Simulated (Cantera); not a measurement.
Cantera with NASA thermochemical tables; ideal gases at 1 bar, condensed phases pure. Values are per mole of reaction as written; species without (g) are pure solids or liquids, kept so even where they would boil at 1 bar. TaC: taken at fixed stoichiometry.

Question: Between 300 and 2898 K, where is each reaction favourable under standard conditions?
- Ta2O5 + 7 N(g) + 2 CO(g) → 7 NO(g) + 2 TaC

Answer: 
- Ta2O5 + 7 N(g) + 2 CO(g) → 7 NO(g) + 2 TaC: ΔG° is -676 kJ at 300 K and -267 kJ at 2898 K; it stays negative (K > 1). ΔH° is -965 kJ and ΔS° -241 J/K at 2898 K.
